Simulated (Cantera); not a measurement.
**Thermodynamics of boron, boron nitride and boron oxide, feed B + NH3 + H2O**

Feed: 1 mol B, 0.13 mol NH3, 6.8 mol H2O, equilibrated at 0.0133 bar.

These are equilibrium values from Cantera (NASA tables, ideal gas, pure condensed phases), not measurements of a reactor. Candidate condensed phases: B, BN, B2O3, B3O3H3, H2O; 39 gas species. Kinetics and transport are ignored.

From 1675 °C to 1925 °C nothing is condensed. The main B-bearing gas is HBO2 throughout.

```json
[
 {"T (°C)": "1675", "x H2O": "0.634", "x H2": "0.222", "x HBO2": "0.126", "x H": "0.00461", "x OH": "0.00119", "x N2": "0.00857"},
 {"T (°C)": "1700", "x H2O": "0.634", "x H2": "0.221", "x HBO2": "0.126", "x H": "0.00550", "x OH": "0.00149", "x N2": "0.00856"},
 {"T (°C)": "1725", "x H2O": "0.633", "x H2": "0.221", "x HBO2": "0.126", "x H": "0.00653", "x OH": "0.00186", "x N2": "0.00855"},
 {"T (°C)": "1750", "x H2O": "0.632", "x H2": "0.220", "x HBO2": "0.125", "x H": "0.00772", "x OH": "0.00231", "x N2": "0.00854"},
 {"T (°C)": "1775", "x H2O": "0.631", "x H2": "0.220", "x HBO2": "0.125", "x H": "0.00909", "x OH": "0.00284", "x N2": "0.00853"},
 {"T (°C)": "1800", "x H2O": "0.629", "x H2": "0.219", "x HBO2": "0.124", "x H": "0.0107", "x OH": "0.00348", "x N2": "0.00852"},
 {"T (°C)": "1825", "x H2O": "0.628", "x H2": "0.219", "x HBO2": "0.124", "x H": "0.0125", "x OH": "0.00424", "x N2": "0.00850"},
 {"T (°C)": "1850", "x H2O": "0.626", "x H2": "0.218", "x HBO2": "0.123", "x H": "0.0145", "x OH": "0.00515", "x N2": "0.00848"},
 {"T (°C)": "1875", "x H2O": "0.623", "x H2": "0.217", "x HBO2": "0.122", "x H": "0.0168", "x OH": "0.00621", "x N2": "0.00846"},
 {"T (°C)": "1900", "x H2O": "0.620", "x H2": "0.217", "x HBO2": "0.121", "x H": "0.0195", "x OH": "0.00745", "x N2": "0.00843"},
 {"T (°C)": "1925", "x H2O": "0.616", "x H2": "0.216", "x HBO2": "0.120", "x H": "0.0224", "x OH": "0.00890", "x N2": "0.00840"}
]
```
x: gas mole fraction; nothing condenses.
